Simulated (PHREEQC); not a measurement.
# Brine

Consider water at 25 °C with 3.5 mol H2SO4, 0.28 mol K2SO4 and 0.00018 mol H4SiO4 per kg of water. Closed to the air; pH follows from the charge balance.

The numbers come from PHREEQC with the Pitzer model, pitzer.dat.

Each row changes one thing in this solution. No solid was allowed to form.

```csv
case,pH,ionic strength (mol/kgw),HSO4- (mol/kgw),SO4-2 (mol/kgw)
as made,-1.31,4.81,3.27,0.513
K2SO4 left out,-1.34,5.01,2.75,0.753
H4SiO4 left out,-1.31,4.81,3.27,0.513
K2SO4 from 0.28 to 0.252 mol/kgw,-1.31,4.81,3.22,0.530
H2SO4 left out,7.04,0.840,5.12e-7,0.280
temperature from 25 to 10 °C,-1.37,5.06,3.14,0.642
K2SO4 from 0.28 to 0.028 mol/kgw,-1.34,4.97,2.81,0.721
H4SiO4 from 0.00018 to 0.0018 mol/kgw,-1.31,4.81,3.27,0.513
```

Some of these states are supersaturated (in SiO2(a), for instance). In brines, pH and single-ion activities rest on the MacInnes convention. At this temperature some constants are extrapolated from 25 °C, and those without enthalpy data are left unchanged.
